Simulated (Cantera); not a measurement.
A diamond (100) surface in a fixed gas of H2 with x(CH4) = 0.0065, x(H) = 0.0065, x(CH3) = 0.001, 14000 Pa; coverages are run to steady state.

Detailed kinetics in Cantera: the Harris–Goodwin 1993 mechanism for the reconstructed diamond (100) surface.

θ: site fractions in the mechanism's names (c6HH fully hydrogenated, c6H* and c6*H radical sites, c6** diradical, c6HM methylated).

| T (K) | growth (µm/h) | θ c6HH | θ c6H* | θ c6*H | θ c6** | θ c6HM |
|---|---|---|---|---|---|---|
| 900 | 37.5 | 0.597 | 0.00915 | 0.252 | 0.00365 | 0.111 |
| 975 | 57.7 | 0.553 | 0.0145 | 0.316 | 0.00697 | 0.0815 |
| 1050 | 80.0 | 0.507 | 0.0211 | 0.374 | 0.0119 | 0.0596 |
| 1125 | [?] | [?] | [?] | [?] | [?] | [?] |
| 1200 | [?] | [?] | [?] | 0.472 | [?] | [?] |
| 1275 | 59.1 | 0.391 | 0.0458 | 0.508 | 0.0382 | 0.00806 |
| 1350 | 42.2 | 0.358 | 0.0541 | 0.531 | 0.0496 | 0.00239 |

Some entries are withheld; supply them.


- 1125, growth (µm/h): 95.4
- 1125, θ c6HH: 0.464
- 1125, θ c6H*: 0.0286
- 1125, θ c6*H: 0.425
- 1125, θ c6**: 0.0187
- 1125, θ c6HM: 0.0405
- 1200, growth (µm/h): 86.5
- 1200, θ c6HH: 0.426
- 1200, θ c6H*: 0.0370
- 1200, θ c6**: 0.0276
- 1200, θ c6HM: 0.0216
